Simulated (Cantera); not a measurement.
A closed system holds: 1 mol SiCl4, 2.7 mol HCl, 0.65 mol H2, 0.94 mol Cl2, at 2800000 Pa.

Method: chemical equilibrium by Gibbs-energy minimisation in Cantera with the NASA 1993 tables (ideal gas, pure condensed phases). Candidate condensed phases: Si; 19 gas species. Rates play no part. All values below are at 1075 °C.

Base state: HCl 0.756, SiCl4 0.189, Cl2 0.0544, Cl 0.000826 (mole fractions); condensed: gas only.

What changes in the equilibrium state with this change: H2 from 0.65 to 3.6 mol?


| species | before | after |
|---|---|---|
| HCl | 0.756 | 0.560 |
| H2 | 1.11e-7 | 0.319 |
| SiCl4 | 0.189 | 0.117 |
| Cl2 | 0.0544 | 1.04e-8 |
| SiHCl3 | 1.58e-9 | 0.00378 |
| SiH2Cl2 | <1e-9 | 1.78e-5 |
The tables' values for SiCl3 are old estimates; treat these amounts as uncertain.
